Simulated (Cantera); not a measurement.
Cantera with NASA thermochemical tables; ideal gases at 1 bar, condensed phases pure. Values are per mole of reaction as written; species without (g) are pure solids or liquids, kept so even where they would boil at 1 bar.

a) 1.333 Ti + O2(g) → 0.6667 Ti2O3
b) 0.8 V + O2(g) → 0.4 V2O5
c) C + O2(g) → CO2(g)
d) 0.6667 Cr + O2(g) → 0.6667 CrO3(g)
e) Nb + O2(g) → NbO2

### Question
Order these by ΔG° at 2623 K, most negative first.

### Answer
a (-566 kJ), c (-396 kJ), e (-376 kJ), b (-240 kJ), d (-61 kJ)
